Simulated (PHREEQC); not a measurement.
Consider water at 25 °C with 0.023 mol/kgw TMAH and 5.4e-05 mol/kgw K2SiO3. It is in equilibrium with CO2 at log p = -3.4 (atm). Otherwise closed; pH follows from the charge balance.

The numbers come from PHREEQC with the ion-association model, wateq4f.dat.

Problem. The ionic strength comes out as 0.0261 mol/kgw. What activity coefficients do CO3-2, OH-, HCO3-, K+, H3SiO4- get?

Solution. CO3-2 0.55, OH- 0.85, HCO3- 0.86, K+ 0.85, H3SiO4- 0.86.

This is a speciation only: nothing precipitates in the calculation. (CH3)4N+ isn't in the database: it is added as a free cation with an ion size of 4 Å.
